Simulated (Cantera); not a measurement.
## Abatement and gas-phase synthesis: H₂S + SO₂

Feed: 1 mol H₂S, 0.0062 mol SO₂, at 0.180 Torr.

Cantera equilibrium calculation (NASA polynomials, part measured and part estimated; ideal gas, pure solids and liquids). Candidate condensed phases: H₂O, H₂SO₄, S; 34 gas species. Ions and electrons are included (thermal ionisation). Kinetics and transport are ignored.

From 2227 °C to 4727 °C nothing is condensed.

```tsv
T (°C)	log p H	log p S	log p H₂	log p S₂	log p SH	log p e-	log p S+	log p O
2227	-3.90	-4.09	-4.59	-5.46	-5.79	-11.48	-11.48	-6.70
2477	-3.82	-4.09	-5.30	-6.30	-6.43	-10.49	-10.49	-6.15
2727	-3.80	-4.10	-6.00	-7.00	-7.01	-9.65	-9.65	-6.03
2977	-3.80	-4.10	-6.61	-7.59	-7.51	-8.94	-8.94	-6.01
3227	-3.80	-4.10	-7.14	-8.09	-7.94	-8.33	-8.33	-6.01
3477	-3.80	-4.10	-7.60	-8.53	-8.32	-7.79	-7.79	-6.01
3727	-3.80	-4.10	-8.00	-8.91	-8.65	-7.33	-7.33	-6.01
3977	-3.80	-4.10	-8.36	-9.25	-8.95	-6.91	-6.91	-6.01
4227	-3.80	-4.10	-8.68	-9.56	-9.21	-6.54	-6.54	-6.01
4477	-3.80	-4.10	-8.96	-9.83	-9.45	-6.21	-6.21	-6.01
4727	-3.80	-4.11	-9.22	-10.08	-9.66	-5.90	-5.91	-6.01
```
log p: log10 of the partial pressure in bar; nothing condenses.
